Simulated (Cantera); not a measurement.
**Ignition delay**

Mixture: CH4 : O2 : N2 : CO2 = 1 : 2.74 : 10.3 : 0.74 (molar parts), equivalence ratio 0.73, at 120000 Pa, adiabatic and at constant volume. Ignition delay is the time to a rise of 400 K.

Computed with Cantera and GRI-Mech 3.0 (53 species, 325 reactions).

```
T0 (K)  delay (ms)
------  ----------
1048           358
1098           160
1148          74.0
1198          35.7
1248          17.8
1298          9.25
1348          4.96
1398          2.76
1448          1.59
1498         0.956
```

```yaml
apparent activation energy between 1398 and 1498 K: 180 kJ/mol
```
